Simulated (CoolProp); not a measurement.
Vapour-liquid equilibrium of R125 (1) + fluoroethane (R161) (2) at -32.55 °C; x and y are mole fractions of (1).

Model: multi-fluid Helmholtz-energy mixture model, Lemmon 2005 and Wu 2012; pair parameters Bell 2016, in CoolProp.

| x | bubble pressure (MPa) | y at the bubble point | dew pressure at overall composition x (MPa) | liquid density (mol/L) |
|---|---|---|---|---|
| 0.05 | 0.1296 | 0.071 | 0.1288 | 16.58 |
| 0.125 | 0.1349 | 0.180 | 0.1321 | 16.16 |
| 0.2 | 0.1412 | 0.288 | 0.1360 | 15.76 |
| 0.275 | 0.1481 | 0.388 | 0.1404 | 15.36 |
| 0.35 | 0.1555 | 0.480 | 0.1454 | 14.98 |
| 0.425 | 0.1629 | 0.561 | 0.1510 | 14.60 |
| 0.5 | 0.1701 | 0.633 | 0.1572 | 14.24 |
| 0.575 | 0.1769 | 0.697 | 0.1642 | 13.89 |
| 0.65 | 0.1833 | 0.754 | 0.1719 | 13.55 |
| 0.725 | 0.1891 | 0.807 | 0.1800 | 13.22 |
| 0.8 | 0.1943 | 0.858 | 0.1883 | 12.90 |
| 0.875 | 0.1989 | 0.908 | 0.1959 | 12.60 |
| 0.95 | 0.2029 | 0.961 | 0.2021 | 12.31 |

No azeotrope shows between x = 0.05 and 0.95.

Pair parameters are fitted to limited data, so mixtures are less certain than the pure fluids. The gap from Raoult's law changes sign with composition, which may be real or a fault of the pair parameters; it wasn't checked against measurements.
